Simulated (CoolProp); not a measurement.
C2F6 (R116) along the isotherm 151.85 °C: density (kg/m³) from the reference equation and from simpler models built on Tc = 19.9 °C, pc = 3.048 MPa, ω = 0.257; each cubic takes its own stable root.

Computed with CoolProp (reference Helmholtz-energy equation of state, Lemmon 2006). It is a short technical equation, of lower accuracy than the large ones.

| p (MPa) | phase | reference | ideal gas | van der Waals | Redlich-Kwong | Peng-Robinson |
|---|---|---|---|---|---|---|
| 2.34 | gas | 97.28 | 91.39 | 100.5 | 99.54 | 98.49 |
| 4.69 | supercritical | 206.4 | 183.2 | 224.5 | 216.8 | 210.1 |
| 7.03 | supercritical | 323.3 | 274.6 | 369.7 | 346.7 | 328.2 |
| 9.38 | supercritical | 441.4 | 366.3 | 504.9 | 476.3 | 445.0 |
| 11.7 | supercritical | 549.3 | 457.0 | 602.4 | 589.4 | 551.7 |
| 14.1 | supercritical | 645.2 | 550.7 | 673.8 | 686.8 | 649.7 |
| 16.4 | supercritical | 721.6 | 640.5 | 725.0 | 763.7 | 732.0 |
| 18.8 | supercritical | 787.6 | 734.3 | 767.2 | 830.7 | 807.0 |
| 21.1 | supercritical | 840.7 | 824.1 | 800.4 | 885.4 | 870.1 |
| 23.4 | supercritical | 886.1 | 913.9 | 828.4 | 932.9 | 926.0 |
| 25.8 | supercritical | 927.3 | 1008 | 853.7 | 976.5 | 978.1 |
| 28.1 | supercritical | 962.1 | 1097 | 874.9 | 1014 | 1023 |
| 30.5 | supercritical | 994.4 | 1191 | 894.6 | 1048 | 1065 |
